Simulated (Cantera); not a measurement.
Charge: 1 mol CsCl, 0.086 mol O2, 9.6 mol N2, equilibrated at 0.540 bar.

Cantera equilibrium calculation (NASA polynomials, part measured and part estimated; ideal gas, pure solids and liquids). Candidate condensed phases: Cs, CsCl; 18 gas species. The numbers say what is thermodynamically allowed, not how fast it happens.

x: gas mole fraction; n: condensed amount in mol.

```json
[
 {"T (K)": "1123", "x N2": "0.975", "x CsCl": "0.0115", "x Cs2Cl2": "0.00509", "x O2": "0.00872", "x NO": "2.36e-5", "x Cl": "1.92e-9", "x Cs": "1.89e-9", "n CsCl(l)": "0.787"},
 {"T (K)": "1198", "x N2": "0.944", "x CsCl": "0.0335", "x Cs2Cl2": "0.0136", "x O2": "0.00844", "x NO": "4.23e-5", "x Cl": "1.45e-8", "x Cs": "1.43e-8", "n CsCl(l)": "0.382"},
 {"T (K)": "1273", "x N2": "0.913", "x CsCl": "0.0618", "x Cs2Cl2": "0.0167", "x O2": "0.00815", "x NO": "7.01e-5", "x Cl": "7.28e-8", "x Cs": "7.18e-8", "n CsCl(l)": "0"},
 {"T (K)": "1348", "x N2": "0.907", "x CsCl": "0.0748", "x Cs2Cl2": "0.00986", "x O2": "0.00807", "x NO": "0.000113", "x Cl": "2.56e-7", "x Cs": "2.53e-7", "n CsCl(l)": "0"},
 {"T (K)": "1423", "x N2": "0.903", "x CsCl": "0.0832", "x Cs2Cl2": "[?]", "x O2": "0.00801", "x NO": "[?]", "x Cl": "[?]", "x Cs": "[?]", "n CsCl(l)": "0"},
 {"T (K)": "1498", "x N2": "0.901", "x CsCl": "0.0880", "x Cs2Cl2": "0.00294", "x O2": "0.00795", "x NO": "0.000252", "x Cl": "2.02e-6", "x Cs": "1.99e-6", "n CsCl(l)": "0"},
 {"T (K)": "1573", "x N2": "0.900", "x CsCl": "0.0905", "x Cs2Cl2": "0.00162", "x O2": "0.00788", "x NO": "0.000356", "x Cl": "4.79e-6", "x Cs": "4.73e-6", "n CsCl(l)": "0"},
 {"T (K)": "1648", "x N2": "0.899", "x CsCl": "0.0918", "x Cs2Cl2": "0.000921", "x O2": "0.00781", "x NO": "0.000487", "x Cl": "1.04e-5", "x Cs": "1.03e-5", "n CsCl(l)": "0"},
 {"T (K)": "1723", "x N2": "0.899", "x CsCl": "0.0925", "x Cs2Cl2": "0.000545", "x O2": "0.00772", "x NO": "0.000648", "x Cl": "2.12e-5", "x Cs": "2.10e-5", "n CsCl(l)": "0"},
 {"T (K)": "1798", "x N2": "0.898", "x CsCl": "0.0929", "x Cs2Cl2": "0.000335", "x O2": "0.00762", "x NO": "0.000840", "x Cl": "4.06e-5", "x Cs": "4.03e-5", "n CsCl(l)": "0"},
 {"T (K)": "1873", "x N2": "0.898", "x CsCl": "0.0931", "x Cs2Cl2": "[?]", "x O2": "0.00750", "x NO": "[?]", "x Cl": "[?]", "x Cs": "[?]", "n CsCl(l)": "0"},
 {"T (K)": "1948", "x N2": "0.898", "x CsCl": "0.0932", "x Cs2Cl2": "0.000141", "x O2": "0.00736", "x NO": "0.00132", "x Cl": "0.000128", "x Cs": "0.000127", "n CsCl(l)": "0"},
 {"T (K)": "2023", "x N2": "0.897", "x CsCl": "0.0932", "x Cs2Cl2": "9.59e-5", "x O2": "0.00719", "x NO": "0.00161", "x Cl": "0.000213", "x Cs": "0.000211", "n CsCl(l)": "0"},
 {"T (K)": "2098", "x N2": "0.897", "x CsCl": "0.0931", "x Cs2Cl2": "6.69e-5", "x O2": "0.00700", "x NO": "0.00193", "x Cl": "0.000342", "x Cs": "0.000339", "n CsCl(l)": "0"}
]
```

Problem. Some entries are withheld; supply them.

Solution. 
- 1873, x Cs2Cl2: 0.000214
- 1873, x NO: 0.00106
- 1873, x Cl: 7.38e-5
- 1873, x Cs: 7.32e-5
- 1423, x Cs2Cl2: 0.00544
- 1423, x NO: 0.000172
- 1423, x Cl: 7.67e-7
- 1423, x Cs: 7.58e-7
